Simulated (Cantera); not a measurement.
Feed: 1 mol Pb, a varied amount of H₂O, 2.3 mol CO, held at 1348 K and 1.00 bar.

Method: chemical equilibrium by Gibbs-energy minimisation in Cantera with the NASA 1993 tables (ideal gas, pure condensed phases). Candidate condensed phases: C, C₆H₆, C₇H₈, C₈H₁₈, H₂O, Pb, PbO, PbO₂, Pb₃O₄; 113 gas species. Kinetics and transport are ignored.

log p: log10 of the partial pressure in bar; n: condensed amount in mol.

| n(H₂O) (mol) | log p CO | log p H₂O | log p CO₂ | log p H₂ | log p Pb | n Pb(l) |
|---|---|---|---|---|---|---|
| 0.13 | -0.05 | -2.29 | -1.32 | -1.32 | -2.32 | 0.988 |
| 0.22 | -0.08 | -1.89 | -1.13 | -1.13 | -2.32 | 0.988 |
| 0.36 | -0.12 | -1.54 | -0.98 | -0.98 | -2.32 | 0.987 |
| 0.61 | -0.19 | -1.19 | -0.84 | -0.84 | -2.32 | 0.986 |
| 1 | -0.29 | -0.91 | -0.75 | -0.75 | -2.32 | 0.984 |
| 1.7 | -0.43 | -0.66 | -0.69 | -0.69 | -2.32 | 0.981 |
| 2.9 | (withheld) | (withheld) | -0.69 | -0.69 | -2.32 | 0.975 |
| 4.8 | (withheld) | (withheld) | -0.73 | -0.73 | -2.32 | 0.966 |
| 8.1 | -1.15 | -0.20 | -0.82 | -0.82 | -2.32 | 0.950 |

Problem. What belongs in the gaps?

Solution. 
- 2.9, log p CO: -0.63
- 2.9, log p H₂O: -0.46
- 4.8, log p CO: -0.86
- 4.8, log p H₂O: -0.31
